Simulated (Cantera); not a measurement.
Feed: 1 mol SiH₂Cl₂, 2.8 mol H₂, held at 2125 K and 100 Torr.

These are equilibrium values from Cantera (NASA tables, ideal gas, pure condensed phases), not measurements of a reactor. Candidate condensed phases: Si; 19 gas species. The tables' values for SiCl, SiCl₃ are old estimates; treat these amounts as uncertain. Gases not in the tables: Si₂H₆ and higher silanes. Kinetics and transport are ignored.

Base state: H₂ 0.687, HCl 0.189, SiCl₂ 0.108, H 0.00825, SiCl 0.00183, Cl 0.00166, SiCl₃ 0.00137, Si 0.00130 (mole fractions); condensed: Si(l).

Q: What changes in the equilibrium state with this change: temperature from 2125 K to 1475 K?

A: 
```
species      before    after
----------  -------  -------
H₂            0.687    0.735
HCl           0.189    0.144
SiCl₂         0.108   0.0894
SiCl₃       0.00137   0.0161
Si          0.00130  4.31e-8
Si₂         1.79e-5    <1e-9
Si(l), mol    0.452        0
Si(s), mol        0    0.434
```
The tables' values for SiCl₃ are old estimates; treat these amounts as uncertain.
